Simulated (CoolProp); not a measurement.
Vapour-liquid equilibrium of n-butane (1) + cis-2-butene (2) at 60.55 °C; x and y are mole fractions of (1).

The numbers come from the multi-fluid Helmholtz-energy mixture model, Bücker 2006 and Lemmon 2005; pair parameters Bell 2016 in CoolProp.

```csv
x,"bubble pressure, mixture model (kPa)","bubble pressure, Raoult's law (kPa)","y, mixture model","y, Raoult's law"
0.05,592.7,590.1,0.057,0.055
0.2,607.0,599.1,0.219,0.216
0.35,618.3,608.0,0.371,0.372
0.5,627.3,617.0,0.518,0.524
0.65,634.5,625.9,0.663,0.672
0.8,640.4,634.9,0.807,0.815
0.95,645.4,643.9,0.952,0.954
```

The largest gap from Raoult's law is +1.7 % in bubble pressure, at x = 0.35. No azeotrope shows between x = 0.05 and 0.95.

Pair parameters are fitted to limited data, so mixtures are less certain than the pure fluids.
